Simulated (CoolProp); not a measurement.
R1224YDZ along the isotherm 41.25 °C: fugacity coefficient from the reference equation and from simpler models built on Tc = 155.5 °C, pc = 3.334 MPa, ω = 0.325; each cubic takes its own stable root.

Values from CoolProp's reference Helmholtz-energy equation of state, Akasaka 2023.

| p (MPa) | phase | reference |
|---|---|---|
| 0.0527 | gas | 0.9832 |
| 0.0821 | gas | 0.9739 |
| 0.128 | gas | 0.9593 |
| 0.199 | gas | 0.9366 |
| 0.31 | liquid | 0.7535 |
| 0.482 | liquid | 0.4882 |
| 0.751 | liquid | 0.3170 |
| 1.17 | liquid | 0.2072 |
| 1.82 | liquid | 0.1370 |
| 2.84 | liquid | 0.09171 |
| 4.42 | liquid | 0.06305 |
| 6.88 | liquid | 0.04497 |
| 10.7 | liquid | 0.03396 |
| 16.7 | liquid | 0.02794 |

How far does each simpler model (Redlich-Kwong, Peng-Robinson) lie from the reference over these 14 states: mean and median of the absolute difference, and the worst?


- Redlich-Kwong: mean 45.9 %, median 63.8 %, worst +80.9 % at 41.25 °C and 16.7 MPa
- Peng-Robinson: mean 0.3 %, median 0.3 %, worst -1.0 % at 41.25 °C and 16.7 MPa

At some of these states Redlich-Kwong gives the other phase, because its saturation line lies elsewhere.
